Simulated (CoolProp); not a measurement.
20 sccm (0 °C, 1 atm) of nitrogen bubbles through liquid 1,2-dichloroethane at 318.8 K and leaves saturated at a total pressure of 0.0597 MPa (ideal gas phase). Each further row changes one setting.

Computed with CoolProp (reference Helmholtz-energy equation of state, Thol 2015).

```json
[
 {"case": "as stated", "vapour pressure (kPa)": "26.2", "mole fraction of vapour": "0.438", "delivery (mg/min)": "68.9", "delivery (sccm)": "15.6", "change of delivery for a bath 1 K warmer (%)": "7.6"},
 {"case": "bath temperature 323.8 K", "vapour pressure (kPa)": "32.0", "mole fraction of vapour": "0.535", "delivery (mg/min)": "102", "delivery (sccm)": "23.0", "change of delivery for a bath 1 K warmer (%)": "9.0"},
 {"case": "total pressure 0.119 MPa", "vapour pressure (kPa)": "26.2", "mole fraction of vapour": "0.220", "delivery (mg/min)": "24.9", "delivery (sccm)": "5.64", "change of delivery for a bath 1 K warmer (%)": "5.4"}
]
```
